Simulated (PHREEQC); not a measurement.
H3PO4 is added in steps, without added water, to 1 kg of water holding 0.049 mol AgF and 0.28 mol NaCl, at 90 °C. Oxygen alone is held at its pressure in air (log pO2 = -0.68). The system is closed to CO2. The run lets Cerargyrite, Ag2O, Ag3PO4, Halite precipitate or redissolve, and no other solid.

Base run: PHREEQC, ion-association model, wateq4f.dat. Each further column changes one thing. The table gives pH.

```tsv
H3PO4 added (mol)	base	temperature from 90 to 10 °C	AgF replaced by CsF at the same molality	diluted 100-fold with water	no solid may form
0	7.26	7.99	7.25	6.48	7.24
0.007344	4.31	3.69	4.30	2.49	4.30
0.01322	3.98	3.39	3.97	2.31	3.97
0.02056	3.69	3.13	3.68	2.18	3.68
0.02644	3.49	2.97	3.48	2.11	3.48
0.03378	3.28	2.80	3.26	2.05	3.26
0.03966	3.12	2.68	3.11	2.00	3.11
0.047	2.94	2.54	2.93	1.96	2.93
```

H3PO4, which wateq4f.dat lacks, is added to it with the constant of phreeqc.dat. Constants without temperature data keep their 25 °C values here. The database has no phosphate complexes of Ag. wateq4f.dat counts part of the HF as a dimer, H2F2, which phreeqc.dat doesn't know; its constant is uncertain. In at least one series the solution becomes supersaturated in solids that the run did not let form, among them Cerargyrite. Solids allowed in the column 'AgF replaced by CsF at the same molality': Halite.
